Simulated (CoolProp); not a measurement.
A single-stage vapour-compression cycle with R1224YDZ: evaporating at 258.15 K (dew point), condensing at 303.15 K (bubble point), superheat 5 K, subcooling 2 K, compressor efficiency 0.9, no pressure losses. Each further row changes one setting.

Values from CoolProp's reference Helmholtz-energy equation of state, Akasaka 2023.

```csv
case,cooling COP,pressure ratio,discharge temperature (K),refrigerating effect (kJ/kg),volumetric capacity (kJ/m³)
as stated,4.37,6.45,310.6,139,262
evaporating temperature 263.15 K,___,___,309.6,142,337
condensing temperature 298.15 K,5.05,5.42,___,145,272
subcooling 7 K,4.56,6.45,310.6,145,272
superheat 15 K,___,6.45,___,146,264
compressor efficiency 0.8,3.89,6.45,315.3,139,262
```

Q: What belongs in the gaps?

A: 
- evaporating temperature 263.15 K, cooling COP: 5.13
- evaporating temperature 263.15 K, pressure ratio: 5.04
- condensing temperature 298.15 K, discharge temperature (K): 306.0
- superheat 15 K, cooling COP: 4.42
- superheat 15 K, discharge temperature (K): 320.7
